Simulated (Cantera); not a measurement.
Charge: 1 mol CH3SiH3, 0.83 mol CH4, 6.5 mol H2, held at 0.133 bar.

Equilibrium computed with Cantera from the NASA thermochemical tables; the gas is ideal and each condensed phase is pure. Candidate condensed phases: C, C6H6, C7H8, C8H18, Si, SiC; 87 gas species. The feed counts by its element totals alone. Gases not in the tables: Si2H6 and higher silanes. The numbers say what is thermodynamically allowed, not how fast it happens.

Question: At 2125 K, list the 5 most abundant gas species with their mole fractions, and the condensed phases.

Answer: H2 0.988, H 0.00989, C2H2 (acetylene) 0.00166, Si 0.000110, CH4 4.05e-5. Condensed: C(graphite) + SiC(s).
